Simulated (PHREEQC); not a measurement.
A column of 0.5 m (40 cells, dispersivity 0.018 m, 720 s a shift, diffusion coefficient 3e-10 m²/s) holds 0.092 eq of the database's cation exchanger X per kg of pore water, first in equilibrium with 0.012 mol KCl, 0.015 mol NH4Cl and 1e-05 mol HCl per kg of water. It is flushed with 0.0016 mol/kgw MgSO4, 0.011 mol/kgw NH4Cl, 0.022 mol/kgw KCl and 1e-05 mol/kgw HCl, at 25 °C. Values are for the last cell. No CO2 enters from the air. No solid was allowed to form.

The numbers come from PHREEQC with the ion-association model, phreeqc.dat.

| pore volumes | S in solution (mol/kgw) | Mg in solution (mol/kgw) | K in solution (mol/kgw) | NH4 in solution (mol/kgw) | KX on the exchanger (mol/kgw) | NH4X on the exchanger (mol/kgw) |
|---|---|---|---|---|---|---|
| 0 | 0 | 0 | 0.0120 | 0.0150 | 0.0462 | 0.0458 |
| 1.012 | 0.000914 | 0 | 0.0143 | 0.0179 | 0.0462 | 0.0458 |
| 1.762 | 0.00158 | 5.42e-10 | 0.0161 | 0.0200 | 0.0464 | 0.0456 |
| 2.763 | 0.00160 | 1.51e-6 | 0.0182 | 0.0180 | 0.0515 | 0.0405 |
| 3.513 | 0.00160 | 2.75e-5 | 0.0209 | 0.0153 | 0.0580 | 0.0336 |
| 4.513 | 0.00160 | 0.000232 | 0.0230 | 0.0127 | 0.0621 | 0.0272 |
| 5.263 | 0.00160 | 0.000554 | 0.0232 | 0.0119 | 0.0611 | 0.0247 |
| 6.263 | 0.00160 | 0.00102 | 0.0228 | 0.0113 | 0.0583 | 0.0230 |
| 7.013 | 0.00160 | 0.00127 | 0.0225 | 0.0112 | 0.0567 | 0.0223 |
| 8.012 | 0.00160 | 0.00146 | 0.0222 | 0.0111 | 0.0555 | 0.0219 |
